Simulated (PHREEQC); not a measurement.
Make-up at 25 °C: 0.0016 mol/kgw FeSO4 and 0.0015 mol/kgw Al2(SO4)3. Closed to the air; pH follows from the charge balance.

The numbers come from PHREEQC with the ion-association model, wateq4f.dat.

The pH is 4.21 and the ionic strength comes out as 0.0138 mol/kgw.

```
species    molality  activity   log γ
---------  --------  --------  ------
SO4-2       0.00340   0.00214  -0.201
AlSO4+      0.00209   0.00186  -0.051
Fe+2        0.00129  0.000823  -0.195
Al+3       0.000691  0.000275  -0.400
FeSO4      0.000312  0.000313   0.001
Al(SO4)2-  0.000141  0.000126  -0.051
AlOH+2      7.00e-5   4.44e-5  -0.198
H+          6.82e-5   6.16e-5  -0.044
HSO4-       1.44e-5   1.28e-5  -0.051
Al(OH)2+    6.33e-6   5.65e-6  -0.050
FeHSO4+     1.43e-7   1.27e-7  -0.051
AlHSO4+2    1.63e-8   1.01e-8  -0.206
Al(OH)3     1.35e-8   1.35e-8   0.001
FeOH+       4.74e-9   4.23e-9  -0.050
```

This is a speciation only: nothing precipitates in the calculation. The solution is supersaturated, for example in Basaluminite, Gibbsite (slow to form), so a real one may precipitate; this is no full list. Species that the database lacks are ignored.
